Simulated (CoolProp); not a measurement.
Neopentane along the isotherm 473.9 K: density (kg/m³) from the reference equation and from simpler models built on Tc = 433.7 K, pc = 3196 kPa, ω = 0.196; each cubic takes its own stable root.

Model: reference Helmholtz-energy equation of state, Lemmon 2006, in CoolProp. It is a short technical equation, of lower accuracy than the large ones.

```csv
p (kPa),phase,reference,van der Waals,Redlich-Kwong,Soave-Redlich-Kwong,Peng-Robinson
1780,gas,38.60,38.37,38.82,38.49,39.32
3550,supercritical,100.7,103.3,102.4,98.66,103.3
5330,supercritical,?,228.3,228.5,208.4,222.8
7100,supercritical,323.9,268.7,298.7,283.9,308.6
8880,supercritical,361.1,290.5,335.9,324.4,355.2
10700,supercritical,384.8,305.9,362.1,?,387.5
12400,supercritical,401.2,317.1,?,372.5,410.4
14200,supercritical,415.0,326.8,397.4,389.8,430.2
16000,supercritical,426.6,335.0,411.2,404.4,446.7
```

Question: Fill in the missing entries.

Answer: 
- 5330, reference: 234.6
- 10700, Soave-Redlich-Kwong: 352.4
- 12400, Redlich-Kwong: 381.0
